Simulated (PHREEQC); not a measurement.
A column of 1 m (30 cells, dispersivity 0.035 m, 720 s a shift, diffusion coefficient 3e-10 m²/s) holds 0.0091 eq of the database's cation exchanger X per kg of pore water, first in equilibrium with 0.048 mol/kgw Na2SO4 and 1e-05 mol/kgw HCl. It is flushed with 0.0019 mol MgSO4 and 1e-05 mol HCl per kg of water, at 40 °C. Values are for the last cell. The system is closed to CO2. No solid was allowed to form.

Base run: PHREEQC, ion-association model, phreeqc.dat. Each further column changes one thing. The table gives Na in solution (mol/kgw).

```csv
pore volumes,base,exchange capacity from 0.0091 to 0.0046 eq/kgw,dispersivity from 0.035 to 0.07 m
0,0.0960,0.0960,0.0960
1.183,0.0242,0.0242,0.0278
2.35,0.00383,0.000416,0.00424
3.517,0.000389,1.40e-7,0.000649
4.683,1.01e-7,6.71e-11,6.59e-6
5.85,6.10e-11,3.35e-14,1.14e-7
7.017,4.51e-14,0,2.18e-9
```

Away from 25 °C the constants follow the database's enthalpies or fits; those with neither stay at their 25 °C values.
